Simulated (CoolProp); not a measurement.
Vapour-liquid equilibrium of benzene (1) + n-heptane (2) at 1450 kPa; x and y are mole fractions of (1).

Model: multi-fluid Helmholtz-energy mixture model, Thol 2012 and Span 2003; pair parameters Bell 2016, in CoolProp.

```
x     bubble temperature, mixture model (°C)  bubble temperature, Raoult's law (°C)  y, mixture model  y, Raoult's law
----  --------------------------------------  -------------------------------------  ----------------  ---------------
0.05                                   222.0                                  222.5             0.066            0.070
0.2                                    216.7                                  218.6             0.253            0.264
0.35                                   211.9                                  214.8             0.421            0.437
0.5                                    207.9                                  211.2             0.568            0.592
0.65                                   204.7                                  207.8             0.701            0.730
0.8                                    202.4                                  204.6             0.826            0.854
0.95                                   200.8                                  201.5             0.954            0.965
```

The largest gap from Raoult's law is -3.3 K in bubble temperature, at x = 0.5. No azeotrope shows between x = 0.05 and 0.95.

Pair parameters are fitted to limited data, so mixtures are less certain than the pure fluids.
